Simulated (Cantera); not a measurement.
A perfectly stirred reactor is fed with CH4 : C2H6 : C3H8 : O2 : N2 = 1 : 1.2 : 0.27 : 5.39 : 20.3 (molar parts), equivalence ratio 1.4, at 12000 Torr; it is adiabatic with a 550 K inlet, and is followed from long to short residence time, starting on the burning branch (τ in s: 0.044, 0.021, 0.01, 0.005, 0.0024, 0.0012, 0.00058, 0.00028, 0.00014, 6.6e-05, 3.2e-05).

Detailed kinetics in Cantera: GRI-Mech 3.0 (53 species, 325 reactions). The pressure lies above the range GRI-Mech 3.0 was tuned for (to about 10 atm).

What does this change do: 1.6 parts CO2 added?


```
quantity                                                                          before                               after
------------------------------------------------  --------------------------------------  ----------------------------------
blow-out, bracketed by the residence times tried  burning at 32.0 µs, the shortest tried  burning at 66.0 µs, out at 32.0 µs
x(CH4) at τ = 44.0 ms                                                           0.000119                            0.000269
x(C2H6) at τ = 44.0 ms                                                           1.32e-7                             3.12e-7
x(C3H8) at τ = 44.0 ms                                                           2.27e-8                             4.19e-8
x(CO2) at τ = 44.0 ms                                                             0.0495                              0.0839
x(CH2) at τ = 44.0 ms                                                            1.48e-7                             1.27e-7
x(CH4) at τ = 1.20 ms                                                            0.00145                             0.00207
x(C2H6) at τ = 1.20 ms                                                           5.61e-6                             1.37e-5
x(C3H8) at τ = 1.20 ms                                                           7.51e-7                             1.38e-6
x(CO2) at τ = 1.20 ms                                                             0.0506                              0.0869
x(CH2) at τ = 1.20 ms                                                            3.64e-6                             2.74e-6
```
